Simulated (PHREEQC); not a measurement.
## Geothermal or formation water: an equilibrium model

Model water analysis in mg/kgw, 15 °C, pH 7.29: Na 3270; K 346; Ca 234; Mg 318; Cl 5610; S(6) as SO4 1170; Alkalinity as HCO3 34.8; Sr 15.

Valence states are taken as typed.

All values are PHREEQC results (Pitzer model, pitzer.dat), not measurements.

Precipitation was switched off in this run.

Question: What activity of water, density, specific conductance does the model give?

Answer: activity of water 0.994; density 1.008 g/cm³; specific conductance 14100 µS/cm.

Question: In which forms is C present?

Answer: HCO3- 91 %, CO2 9.0 % of the C.

Complexes and solids missing from the database can't appear.
